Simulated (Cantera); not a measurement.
An isothermal, constant-pressure homogeneous reactor starts with NO : N2 = 1 : 16 (molar parts), at 1825 K and 100.0 Torr. Integrator tolerance rtol = 1e-08.

Cantera simulation using GRI-Mech 3.0 (53 species, 325 reactions); the numbers are that mechanism's predictions, not measurements.

What does this change do: N2 16 to 11 parts?


| quantity | before | after |
|---|---|---|
| x(NO) at 10.0 s | 0.0547 (gas-phase equilibrium 0.00185) | 0.0756 (gas-phase equilibrium 0.00220) |
| x(O2) at 10.0 s | 0.00202 (gas-phase equilibrium 0.0284) | 0.00384 (gas-phase equilibrium 0.0405) |
| x(N2) at 10.0 s | 0.943 (gas-phase equilibrium 0.970) | 0.921 (gas-phase equilibrium 0.957) |
| x(O) at 10.0 s | 2.26e-5 (gas-phase equilibrium 7.14e-5) | 3.00e-5 (gas-phase equilibrium 8.52e-5) |
| x(NO2) at 10.0 s | 5.29e-6 (gas-phase equilibrium 5.92e-7) | 9.69e-6 (gas-phase equilibrium 8.38e-7) |
| x(N2O) at 10.0 s | 1.24e-6 (gas-phase equilibrium 4.30e-8) | 2.33e-6 (gas-phase equilibrium 5.06e-8) |

What does this change do: temperature 1825 to 1625 K?


```tsv
quantity	before	after
x(NO) at 10.0 s	0.0547 (gas-phase equilibrium 0.00185)	0.0584 (gas-phase equilibrium 0.000891)
x(O2) at 10.0 s	0.00202 (gas-phase equilibrium 0.0284)	0.000200 (gas-phase equilibrium 0.0290)
x(N2) at 10.0 s	0.943 (gas-phase equilibrium 0.970)	0.941 (gas-phase equilibrium 0.970)
x(O) at 10.0 s	2.26e-5 (gas-phase equilibrium 7.14e-5)	1.44e-6 (gas-phase equilibrium 9.13e-6)
x(NO2) at 10.0 s	5.29e-6 (gas-phase equilibrium 5.92e-7)	4.37e-6 (gas-phase equilibrium 4.54e-7)
x(N2O) at 10.0 s	1.24e-6 (gas-phase equilibrium 4.30e-8)	1.22e-6 (gas-phase equilibrium 2.14e-8)
```
